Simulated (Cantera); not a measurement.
**Stirred combustor or abatement burner**

A perfectly stirred reactor is fed with 1.30 % C3H8, 13.3 % O2, 85.2 % N2, 0.196 % H2O, at 290000 Pa; it is adiabatic with a 575 K inlet, and is followed from long to short residence time, starting on the burning branch (τ in s: 0.03, 0.017, 0.0096, 0.0054, 0.003, 0.0017, 0.00097, 0.00055, 0.00031, 0.00017, 9.9e-05, 5.6e-05, 3.1e-05).

Model: GRI-Mech 3.0 (53 species, 325 reactions), integrated in Cantera. GRI-Mech 3.0 was tuned for natural gas; its chemistry of propane as a main component is partial and can be far from experiment.

```csv
τ (s),T (K),x C3H8,x O2,x O,x CH2O,x CO
0.030,1338,1.38e-5,0.0679,2.26e-5,6.75e-6,0.00146
0.017,1329,2.22e-5,0.0684,2.94e-5,1.15e-5,0.00240
0.0096,1309,4.11e-5,0.0697,3.33e-5,2.27e-5,0.00437
0.0054,575,0.0130,0.133,<1e-12,<1e-12,<1e-12
0.0030,575,0.0130,0.133,<1e-12,<1e-12,<1e-12
0.0017,575,0.0130,0.133,<1e-12,<1e-12,<1e-12
0.00097,575,0.0130,0.133,<1e-12,<1e-12,<1e-12
0.00055,575,0.0130,0.133,<1e-12,<1e-12,<1e-12
0.00031,575,0.0130,0.133,<1e-12,<1e-12,<1e-12
0.00017,575,0.0130,0.133,<1e-12,<1e-12,<1e-12
9.9e-5,575,0.0130,0.133,<1e-12,<1e-12,<1e-12
5.6e-5,575,0.0130,0.133,<1e-12,<1e-12,<1e-12
3.1e-5,575,0.0130,0.133,<1e-12,<1e-12,<1e-12
```
x: mole fraction; the columns are a selection and need not sum to one.
